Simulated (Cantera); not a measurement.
A closed system holds: 1 mol PbO, 2.4 mol CO, equilibrated at 1452 °C and 1.00 Torr.

Equilibrium computed with Cantera from the NASA thermochemical tables; the gas is ideal and each condensed phase is pure. Candidate condensed phases: C, Pb, PbO, PbO2, Pb3O4; 15 gas species. Equilibrium is a limit: real reactors are often held back by kinetics, nucleation or transport.

Base state: CO 0.413, Pb 0.293, CO2 0.293, PbO 0.00102 (mole fractions); condensed: gas only.

Q: What changes in the equilibrium state with this change: 0.04 mol NH3 added?

A: 
```tsv
species	before	after
CO	0.413	0.415
Pb	0.293	0.286
CO2	0.293	0.274
H2O	0	0.0119
N2	0	0.00575
H2	0	0.00512
H	0	0.000364
```
Further candidate phases: C6H6, C7H8, C8H18, H2O.
